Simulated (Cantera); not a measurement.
Feed: 1 mol SiHCl₃, 0.073 mol HCl, 31 mol N₂, held at 18.0 mbar.

These are equilibrium values from Cantera (NASA tables, ideal gas, pure condensed phases), not measurements of a reactor. Candidate condensed phases: NH₄Cl, Si, Si₃N₄; 28 gas species. N₂ is the only nitrogen source here; it is nearly inert below about 1500 K, so the nitride shown seldom forms there in practice. Equilibrium is a limit: real reactors are often held back by kinetics, nucleation or transport.

Over these rows the condensed part is Si₃N₄(s). Partial pressures as log10 of bar:

```tsv
T (K)	1000/T (1/K)	log p SiCl₂	log p N₂	log p HCl	log p SiCl₄
1175	0.8511	-5.70	-1.77	-3.26	-3.54
1225	0.8163	-5.20	-1.77	-3.26	-3.56
1275	0.7843	-4.74	-1.77	-3.26	-3.58
1325	0.7547	?	-1.77	-3.26	-3.63
1375	0.7273	-3.98	-1.77	-3.27	-3.72
1425	0.7018	-3.70	-1.77	-3.27	-3.89
```

**Question.** Fit log p(SiCl₂) = a + b·(1000/T) to the five rows, give the apparent enthalpy, and predict the row at 1325 K.

**Answer.** Means: 1000/T = 0.7762, log p = -4.664. Sxy = -0.204875, Sxx = 0.0152102, so b = -13.47 and a = -4.664 − (-13.47)×0.7762 = 5.79.
Apparent enthalpy: −19.145 × (-13.47) = 258 kJ/mol. With the condensed phases at unit activity, 1/6 Si₃N₄(s) + 1/2 SiCl₄(g) = SiCl₂(g) + 1/3 N₂(g) links this pressure to the main gases: over the six rows their terms move log p by -0.18 in all, so the slope isn't that reaction's ΔH° alone. The five rows lie within 0.04 of the line.
Prediction at 1325 K: 5.79 + (-13.47)×0.7547 = -4.38. The computed value is -4.34, 0.04 from the line.
